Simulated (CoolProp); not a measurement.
Computed with CoolProp (reference Helmholtz-energy equation of state, Lemmon 2006). It is a short technical equation, of lower accuracy than the large ones.

Q: For R141b, give the phase and the speed of sound (m/s), conductivity (mW/(m K)) at 493.6 K and 0.345 MPa.

A: 
- 493.6 K and 0.345 MPa: gas; speed of sound 190, conductivity 28.7

Thermal conductivity comes from a separate model (Huber 2003), an estimate that may be off by 10 % or more.
